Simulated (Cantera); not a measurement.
SiH4 + O2 + H2 (silicon oxide and oxynitride deposition)

Charge: 1 mol SiH4, 0.074 mol O2, 0.11 mol H2, held at 30.8 Torr.

Cantera equilibrium calculation (NASA polynomials, part measured and part estimated; ideal gas, pure solids and liquids). Candidate condensed phases: H2O, Si, SiO2; 18 gas species. Mutual solubility and eutectic melting of coexisting phases are not modelled. The tables hold silica as quartz up to 1696 K and as liquid above; real silica turns to tridymite and cristobalite and melts near 1996 K. Gases not in the tables: Si2H6 and higher silanes. Rates play no part.

```
T (°C)   x H2     x SiO       x H      x Si   x SiH2     x SiH    x H2O  n Si(s)  n SiO2(β-quartz)  n Si(l)
------  -----  --------  --------  --------  -------  --------  -------  -------  ----------------  -------
950     1.000   2.50e-5   1.48e-6  7.85e-11  1.87e-8  2.06e-10  8.50e-8    0.926            0.0740        0
1000    1.000   9.46e-5   3.52e-6  4.40e-10  4.76e-8  8.60e-10  1.86e-7    0.926            0.0739        0
1050    1.000  0.000323   7.83e-6   2.16e-9  1.13e-7   3.21e-9  3.82e-7    0.926            0.0737        0
1100    0.999   0.00100   1.64e-5   9.46e-9  2.50e-7   1.09e-8  7.45e-7    0.925            0.0729        0
1150    0.997   0.00288   3.28e-5   3.73e-8  5.25e-7   3.38e-8  1.38e-6    0.923            0.0710        0
1200    0.992   0.00766   6.22e-5   1.34e-7  1.04e-6   9.68e-8  2.44e-6    0.918            0.0659        0
1250    0.981    0.0191  0.000113   4.40e-7  1.97e-6   2.58e-7  4.14e-6    0.905            0.0535        0
1300    0.955    0.0448  0.000196   1.34e-6  3.50e-6   6.39e-7  6.65e-6    0.877            0.0245        0
1350    0.934    0.0655  0.000330   3.82e-6  6.04e-6   1.50e-6  6.85e-6    0.852                 0        0
1400    0.934    0.0655  0.000544   1.02e-5  1.03e-5   3.37e-6  5.03e-6    0.852                 0        0
1450    0.934    0.0655  0.000870   2.40e-5  1.59e-5   6.75e-6  4.03e-6        0                 0    0.852
1500    0.933    0.0655   0.00136   5.20e-5  2.30e-5   1.25e-5  3.39e-6        0                 0    0.852
1550    0.932    0.0655   0.00207  0.000108  3.27e-5   2.25e-5  2.87e-6        0                 0    0.852
1600    0.931    0.0654   0.00308  0.000215  4.57e-5   3.92e-5  2.46e-6        0                 0    0.851
```
x: gas mole fraction; n: condensed amount in mol.

From 950 °C to 1300 °C the condensed part is Si(s) + SiO2(β-quartz). From 1350 °C to 1400 °C the condensed part is Si(s). From 1450 °C to 1600 °C the condensed part is Si(l). The main Si-bearing gas is SiO throughout.
